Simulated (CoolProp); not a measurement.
Properties of methane along the isotherm 126.1 K (Tc = 190.6 K, pc = 4.599 MPa, ω = 0.011).

Model: reference Helmholtz-energy equation of state, Setzmann 1991, in CoolProp.

| p (MPa) | phase | Z | cp (kJ/(kg K)) | cv (kJ/(kg K)) | expansivity (1/kK) | viscosity (µPa s) | Prandtl number |
|---|---|---|---|---|---|---|---|
| 0.23 | gas | 0.9415 | 2.288 | 1.631 | 9.498 | 4.86 | 0.825 |
| 0.46 | liquid | 0.01757 | 3.608 | 1.995 | 4.035 | 87.4 | 1.93 |
| 0.69 | liquid | 0.02634 | 3.603 | 1.996 | 4.015 | 87.7 | 1.93 |
| 0.92 | liquid | 0.03509 | 3.598 | 1.996 | 3.995 | 87.9 | 1.93 |
| 1.15 | liquid | 0.04383 | 3.594 | 1.997 | 3.976 | 88.2 | 1.93 |
| 1.38 | liquid | 0.05256 | 3.589 | 1.998 | 3.957 | 88.5 | 1.93 |
| 1.61 | liquid | 0.06128 | 3.585 | 1.998 | 3.939 | 88.7 | 1.93 |
| 1.84 | liquid | 0.06998 | 3.580 | 1.999 | 3.920 | 89.0 | 1.93 |
| 2.07 | liquid | 0.07868 | 3.576 | 2.000 | 3.902 | 89.2 | 1.93 |
| 2.3 | liquid | 0.08736 | 3.571 | 2.000 | 3.884 | 89.5 | 1.93 |

Viscosity comes from a separate model (Quiñones-Cisneros 2006). Thermal conductivity comes from a separate model (Friend 1989).
